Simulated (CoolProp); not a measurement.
A simple Rankine cycle with R113: condensing at 333.15 K, boiler at 1.68 MPa, turbine inlet 481.5 K, turbine efficiency 0.7, pump efficiency 0.7, no recuperator. Each further row changes one setting.

Computed with CoolProp (reference Helmholtz-energy equation of state, Marx 1992).

| case | thermal efficiency (%) | net work (kJ/kg) | heat in (kJ/kg) | turbine exit temperature (K) | volume ratio over the turbine |
|---|---|---|---|---|---|
| as stated | 12.1 | ? | 237 | 425.4 | 12.1 |
| condensing temperature 325.15 K | 13.0 | 31.8 | 245 | 420.9 | 15.4 |
| boiler pressure 1.18 MPa | ? | ? | 243 | 436.4 | 8.05 |
| turbine efficiency 0.6 | 10.3 | ? | 237 | 431.0 | 12.3 |

Problem. Some entries are withheld; supply them.

Solution. 
- as stated, net work (kJ/kg): 28.7
- boiler pressure 1.18 MPa, thermal efficiency (%): 10.7
- boiler pressure 1.18 MPa, net work (kJ/kg): 25.9
- turbine efficiency 0.6, net work (kJ/kg): 24.4
